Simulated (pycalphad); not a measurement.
An equivalent pycalphad script:

```python
from pycalphad import Database, equilibrium, calculate, variables as v
import numpy as np
db = Database('COST507.tdb')
comps = ['TI', 'C', 'VA']
phases = ['BCC_A2', 'FCC_A1', 'GRAPHITE', 'HCP_A3', 'LIQUID']
eq = equilibrium(db, comps, phases, {v.X('C'): 0.0023, v.T: np.arange(2850, 499, -50), v.P: 101325, v.N: 1}, output=['HM', 'SM'])
```

Computed with pycalphad from the COST 507 light-alloy database (1999), at 1 atm. The data set is of 1999 and partly superseded. Phase fractions are per mole of atoms. Diffusion is slow at the low end, where real alloys seldom reach equilibrium.

Results at three of the temperatures:

```
T = 2650.00 K, P = 101325 Pa, N = 1 mol of atoms
G = -195688 J/mol, H = 102442 J/mol, S = 112.50 J/(mol K)  (SER reference)
chemical potentials (J/mol): Ti -195199, C -408102
phase             fraction      x(Ti)       x(C)
LIQUID              1.0000     0.9977     0.0023
```

```
T = 2400.00 K, P = 101325 Pa, N = 1 mol of atoms
G = -168126 J/mol, H = 90882 J/mol, S = 107.92 J/(mol K)  (SER reference)
chemical potentials (J/mol): Ti -167651, C -374084
phase             fraction      x(Ti)       x(C)
LIQUID              1.0000     0.9977     0.0023
```

```
T = 700.00 K, P = 101325 Pa, N = 1 mol of atoms
G = -27231 J/mol, H = 10722 J/mol, S = 54.22 J/(mol K)  (SER reference)
chemical potentials (J/mol): Ti -26765, C -229628
phase             fraction      x(Ti)       x(C)
HCP_A3              0.9971     0.9988     0.0012
FCC_A1              0.0029     0.6370     0.3630
```

Changes of the phase set, refined by bisection:

```
T (°C)     phases above     phases below
------  ---------------  ---------------
1667.0           LIQUID  BCC_A2 + LIQUID
1666.9  BCC_A2 + LIQUID           BCC_A2
902.2            BCC_A2  BCC_A2 + HCP_A3
886.5   BCC_A2 + HCP_A3           HCP_A3
502.0            HCP_A3  FCC_A1 + HCP_A3
```

FCC_A1 is fcc; BCC_A2 is bcc; HCP_A3 is hcp. The fcc model also describes the rock-salt carbide or nitride (TiC, TiN, HfC).
